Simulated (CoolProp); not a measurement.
A closed Brayton cycle with carbon dioxide: compressor inlet 324.15 K and 9.2 MPa, high pressure 32 MPa, turbine inlet 820 K, compressor efficiency 0.85, turbine efficiency 0.93, recuperator effectiveness 0.8 (on enthalpy, no pinch check). Each further row changes one setting.

The numbers come from the reference Helmholtz-energy equation of state, Span 1996 in CoolProp.

| case | thermal efficiency (%) | net work (kJ/kg) | compressor to turbine work | compressor exit (K) | turbine exit (K) |
|---|---|---|---|---|---|
| as stated | 32.3 | 103 | 0.38 | 418.2 | 667.7 |
| turbine inlet 770 K | [?] | 90.8 | [?] | 418.2 | 623.1 |
| compressor inlet 334.15 K | 30.8 | 92.7 | 0.44 | [?] | 667.7 |
| high pressure 27.2 MPa | [?] | [?] | [?] | [?] | 686.8 |
| recuperator effectiveness 0.5 | [?] | 103 | 0.38 | 418.2 | 667.7 |

Task: Complete the blanks.

Result: 
- turbine inlet 770 K, thermal efficiency (%): 30.7
- turbine inlet 770 K, compressor to turbine work: 0.41
- compressor inlet 334.15 K, compressor exit (K): 440.9
- high pressure 27.2 MPa, thermal efficiency (%): 31.1
- high pressure 27.2 MPa, net work (kJ/kg): 93.7
- high pressure 27.2 MPa, compressor to turbine work: 0.35
- high pressure 27.2 MPa, compressor exit (K): 405.5
- recuperator effectiveness 0.5, thermal efficiency (%): 25.4
